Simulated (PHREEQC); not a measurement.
0.039 g of hydrous ferric oxide (600 m²/g; 0.2 weak and 0.005 strong sites per Fe, Dzombak-Morel constants, diffuse double layer) in 1 kg of water with 0.001 mol/kgw of an inert sodium salt, at 25 °C; the pH is set by adding NaOH or the inert anion's acid. O2 is buffered at 0.21 atm. No CO2 enters from the air. Nothing may precipitate in this run.

All values are PHREEQC results (ion-association model, wateq4f.dat), not measurements.

| pH | surface charge σ (C/m²) | surface potential ψ (mV) |
|---|---|---|
| 4 | 0.117 | 210 |
| 4.38 | 0.086 | 196 |
| 4.75 | 0.063 | 180 |
| 5.12 | 0.045 | 164 |
| 5.5 | 0.031 | 145 |
| 5.88 | 0.021 | 126 |
| 6.25 | 0.014 | 106 |
| 6.62 | 0.009 | 85 |
| 7 | 0.006 | 64 |
| 7.38 | 0.003 | 42 |
| 7.75 | 0.002 | 21 |
| 8.12 | 0.000 | -1 |
| 8.5 | -0.002 | -23 |
| 8.88 | -0.004 | -44 |
| 9.25 | -0.006 | -66 |
| 9.62 | -0.010 | -86 |
| 10 | -0.015 | -107 |
